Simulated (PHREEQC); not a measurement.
A solution holds 0.08 mol CsOH, 4.7e-06 mol H4SiO4 and 0.0028 mol K2CO3 per kg of water, at 25 °C. Closed to the air; pH follows from the charge balance.

All values are PHREEQC results (ion-association model, wateq4f.dat), not measurements.

```tsv
quantity	before	after
pH	12.79	10.89
HCO3- (mol/kgw)	4.86e-6	5.57e-6
```

Which change was made?
A. H4SiO4 from 4.7e-06 to 4.7e-05 mol/kgw
B. K2CO3 replaced by KHCO3 at the same molality
C. diluted 100-fold with water
D. H4SiO4 left out
E. CsOH from 0.08 to 0.4 mol/kgw

C, diluted 100-fold with water

This is a speciation only: nothing precipitates in the calculation.
